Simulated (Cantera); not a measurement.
**Ignition delay**

Mixture: 1.47 % CH4, 0.265 % C2H6, 2.06 % C3H8, 18.0 % O2, 67.5 % N2, 10.8 % CO2, at 15800 Torr, adiabatic and at constant volume. Ignition delay is the time to a rise of 400 K.

Model: GRI-Mech 3.0 (53 species, 325 reactions), integrated in Cantera. GRI-Mech 3.0 was tuned for natural gas; its chemistry of propane as a main component is partial and can be far from experiment. The pressure lies above the range GRI-Mech 3.0 was tuned for (to about 10 atm).

```
T0 (K)  delay (ms)
------  ----------
1025          8.62
1125          1.93
1225         0.456
1325         0.113
1425        0.0321
1525        0.0110
1625       0.00457
1725       0.00224
1825       0.00127
```

| Property | Result |
|---|---|
| apparent activation energy between 1625 and 1825 K | 160 kJ/mol |
